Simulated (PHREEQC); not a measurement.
Make-up at 20 °C: 0.024 mol/kgw NH4HF2, 0.0066 mol/kgw (NH4)2SiF6 and 0.017 mol/kgw H3PO4. Closed to the air; pH follows from the charge balance.

All values are PHREEQC results (ion-association model, phreeqc.dat), not measurements.

```csv
quantity,before,after
pH,2.61,2.70
F- (mol/kgw),0.0121,0.00697
H3PO4 (mol/kgw),0.00372,0.00163
```

Problem. Name the change that produced these shifts.
A. temperature from 20 to 5 °C
B. H3PO4 from 0.017 to 0.0085 mol/kgw
C. (NH4)2SiF6 replaced by NH4HS at the same molality
D. diluted 2-fold with water

Solution. D, diluted 2-fold with water

This is a speciation only: nothing precipitates in the calculation. SiF6-2 is the database's only silicon fluoride.
